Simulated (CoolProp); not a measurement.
Model: reference Helmholtz-energy equation of state, Gao 2020, in CoolProp.

**Question.** For ammonia, give the phase and the cp (kJ/(kg K)) at 673.2 K and 0.0183 MPa.

**Answer.** 
- 673.2 K and 0.0183 MPa: gas; cp 2.78
